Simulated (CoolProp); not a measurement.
Vapour-liquid equilibrium of ethylene (1) + ethane (2) at 223.9 K; x and y are mole fractions of (1).

Values from CoolProp's multi-fluid Helmholtz-energy mixture model, Smukala 2000 and Bücker 2006; pair parameters Bell 2016.

```tsv
x	bubble pressure (kPa)	y at the bubble point	dew pressure at overall composition x (kPa)	liquid density (mol/L)
0.05	598.6	0.093	583.5	16.35
0.2	685.1	0.315	[?]	16.45
0.35	763.3	0.485	700.5	[?]
0.5	[?]	0.627	770.8	[?]
0.65	911.1	0.753	[?]	16.81
0.8	[?]	0.866	940.9	[?]
0.95	1062	0.968	[?]	17.05
```

**Question.** Complete the blanks.

**Answer.** 
- 0.2, dew pressure at overall composition x (kPa): 638.3
- 0.35, liquid density (mol/L): 16.56
- 0.5, bubble pressure (kPa): 837.7
- 0.5, liquid density (mol/L): 16.68
- 0.65, dew pressure at overall composition x (kPa): 850.3
- 0.8, bubble pressure (kPa): 985.6
- 0.8, liquid density (mol/L): 16.93
- 0.95, dew pressure at overall composition x (kPa): 1048

No azeotrope shows between x = 0.05 and 0.95.

The pair parameters rest on a limited set of measurements; away from them the model extrapolates.
